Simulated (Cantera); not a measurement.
Standard-state values (1 bar) from the NASA 1993 polynomials, evaluated with Cantera. Values are per mole of reaction as written; species without (g) are pure solids or liquids, kept so even where they would boil at 1 bar. ZrN: taken at fixed stoichiometry.

3 N2(g) + 2 ZrO2 ⇌ 4 NO(g) + 2 ZrN, with ΔH° = 1829.5 kJ and ΔS° = 245.2 J/K at 300 K.

Q: How far is the shortcut ΔG° ≈ ΔH°(300 K) − T·ΔS°(300 K) from the full temperature-dependent value at 648, 748, 848, 948, 1048, 1148, 1248 K?

A: 
```json
[
 {"T (K)": "648", "shortcut (kJ)": "1670.6", "full (kJ)": "1671.4", "difference (kJ)": "-0.8", "difference in log10 K": "0.06"},
 {"T (K)": "748", "shortcut (kJ)": "1646.1", "full (kJ)": "1647.4", "difference (kJ)": "-1.3", "difference in log10 K": "0.09"},
 {"T (K)": "848", "shortcut (kJ)": "1621.5", "full (kJ)": "1623.5", "difference (kJ)": "-2.0", "difference in log10 K": "0.12"},
 {"T (K)": "948", "shortcut (kJ)": "1597.0", "full (kJ)": "1599.7", "difference (kJ)": "-2.7", "difference in log10 K": "0.15"},
 {"T (K)": "1048", "shortcut (kJ)": "1572.5", "full (kJ)": "1576.0", "difference (kJ)": "-3.5", "difference in log10 K": "0.18"},
 {"T (K)": "1148", "shortcut (kJ)": "1548.0", "full (kJ)": "1552.4", "difference (kJ)": "-4.4", "difference in log10 K": "0.20"},
 {"T (K)": "1248", "shortcut (kJ)": "1523.4", "full (kJ)": "1528.9", "difference (kJ)": "-5.4", "difference in log10 K": "0.23"}
]
```
The shortcut ignores the heat-capacity change of the reaction.
